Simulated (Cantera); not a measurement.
An isothermal, constant-pressure homogeneous reactor starts with NO : N2 = 1 : 0.56 (molar parts), at 1775 K and 97.5 Torr.

Model: GRI-Mech 3.0 (53 species, 325 reactions), integrated in Cantera.

Q: Predict: x(NO) at 20.0 s; x(NO2) at 20.0 s; x(O2) at 20.0 s; x(O) at 20.0 s; x(N2O) at 20.0 s; x(N2) at 20.0 s.

A: 
- x(NO) at 20.0 s = 0.347 (gas-phase equilibrium 0.00437)
- x(NO2) at 20.0 s = 0.000275 (gas-phase equilibrium 5.12e-6)
- x(O2) at 20.0 s = 0.147 (gas-phase equilibrium 0.318)
- x(O) at 20.0 s = 0.000105 (gas-phase equilibrium 0.000151)
- x(N2O) at 20.0 s = 4.18e-5 (gas-phase equilibrium 8.43e-8)
- x(N2) at 20.0 s = 0.506 (gas-phase equilibrium 0.677)
